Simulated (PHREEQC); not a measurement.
# Reverse-osmosis permeate: speciation

Model water analysis in mg/kgw, 25 °C, pH 6.42, pe 11.5:

```tsv
constituent	mg/kgw
Na	2.28
K	0.0107
Ca	0.85
Mg	0.156
Cl	1.96
S(6) as SO4	2.59
Alkalinity as HCO3	2.74
O(0) (dissolved oxygen)	0.0104
Br	0.227
Pb	0.0963
Ba	0.0067
N(5) as NO3	0.166
Sr	0.0451
```

Valence states are taken as typed.

The numbers come from PHREEQC with the ion-association model, wateq4f.dat.

Each row changes one thing in this solution. This is a speciation only: nothing precipitates in the calculation.

```json
[
 {"case": "as made", "HCO3- (mol/kgw)": "4.51e-5", "CO2 (mol/kgw)": "3.79e-5", "Pb+2 (mol/kgw)": "3.92e-7", "CaSO4 (mol/kgw)": "9.87e-8", "MgSO4 (mol/kgw)": "3.51e-8", "PbCO3 (mol/kgw)": "3.48e-8", "SI of Cerrusite (PbCO3)": "-1.57", "SI of Pb(OH)2 (Pb(OH)2)": "-1.75"},
 {"case": "pH from 6.42 to 7.42 at the same alkalinity", "HCO3- (mol/kgw)": "4.41e-5", "CO2 (mol/kgw)": "3.71e-6", "Pb+2 (mol/kgw)": "1.93e-7", "CaSO4 (mol/kgw)": "9.87e-8", "MgSO4 (mol/kgw)": "3.51e-8", "PbCO3 (mol/kgw)": "1.68e-7", "SI of Cerrusite (PbCO3)": "-0.89", "SI of Pb(OH)2 (Pb(OH)2)": "-0.05"},
 {"case": "temperature from 25 to 20 °C at the same typed pH", "HCO3- (mol/kgw)": "4.51e-5", "CO2 (mol/kgw)": "4.07e-5", "Pb+2 (mol/kgw)": "3.95e-7", "CaSO4 (mol/kgw)": "9.43e-8", "MgSO4 (mol/kgw)": "3.08e-8", "PbCO3 (mol/kgw)": "3.16e-8", "SI of Cerrusite (PbCO3)": "-1.55", "SI of Pb(OH)2 (Pb(OH)2)": "-1.92"},
 {"case": "S(6) from 2.59 to 7.77 mg/kgw", "HCO3- (mol/kgw)": "4.51e-5", "CO2 (mol/kgw)": "3.78e-5", "Pb+2 (mol/kgw)": "3.84e-7", "CaSO4 (mol/kgw)": "2.85e-7", "MgSO4 (mol/kgw)": "1.01e-7", "PbCO3 (mol/kgw)": "…", "SI of Cerrusite (PbCO3)": "-1.58", "SI of Pb(OH)2 (Pb(OH)2)": "-1.76"},
 {"case": "Mg from 0.156 to 0.078 mg/kgw", "HCO3- (mol/kgw)": "4.51e-5", "CO2 (mol/kgw)": "3.80e-5", "Pb+2 (mol/kgw)": "3.92e-7", "CaSO4 (mol/kgw)": "9.89e-8", "MgSO4 (mol/kgw)": "1.76e-8", "PbCO3 (mol/kgw)": "…", "SI of Cerrusite (PbCO3)": "-1.57", "SI of Pb(OH)2 (Pb(OH)2)": "-1.75"},
 {"case": "all concentrations times 2 at the same typed pH", "HCO3- (mol/kgw)": "8.98e-5", "CO2 (mol/kgw)": "7.50e-5", "Pb+2 (mol/kgw)": "7.10e-7", "CaSO4 (mol/kgw)": "3.71e-7", "MgSO4 (mol/kgw)": "1.32e-7", "PbCO3 (mol/kgw)": "1.21e-7", "SI of Cerrusite (PbCO3)": "-1.03", "SI of Pb(OH)2 (Pb(OH)2)": "-1.50"}
]
```

Problem. Some entries are withheld; supply them.

Solution. 
- S(6) from 2.59 to 7.77 mg/kgw, PbCO3 (mol/kgw): 3.36e-8
- Mg from 0.156 to 0.078 mg/kgw, PbCO3 (mol/kgw): 3.49e-8
